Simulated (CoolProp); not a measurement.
Aqueous propylene glycol as a coolant, 38 % by mass, freezing at -18.8 °C, 1 atm.

Values from CoolProp's Melinder's fits for secondary coolants.

| T (°C) | conductivity (W/(m K)) | density (kg/m³) | Prandtl number | cp (kJ/(kg K)) |
|---|---|---|---|---|
| -2.4 | 0.394 | 1041 | 115 | 3.669 |
| 1.2 | 0.397 | 1040 | 93.2 | 3.680 |
| 4.8 | 0.399 | 1038 | 76.4 | 3.691 |
| 8.4 | 0.401 | 1037 | 63.4 | 3.703 |
| 12 | 0.404 | 1035 | 53.1 | 3.714 |
| 15.6 | 0.406 | 1033 | 44.9 | ? |
| 19.1 | 0.408 | 1031 | 38.5 | 3.736 |
| 22.7 | 0.411 | 1029 | 33.2 | ? |
| 26.3 | 0.413 | 1027 | 28.8 | 3.759 |
| 29.9 | ? | 1025 | 25.3 | ? |
| 33.5 | 0.418 | 1023 | 22.3 | 3.781 |

Question: Some entries are withheld; supply them.

Answer: 
- 15.6, cp (kJ/(kg K)): 3.725
- 22.7, cp (kJ/(kg K)): 3.748
- 29.9, conductivity (W/(m K)): 0.415
- 29.9, cp (kJ/(kg K)): 3.770
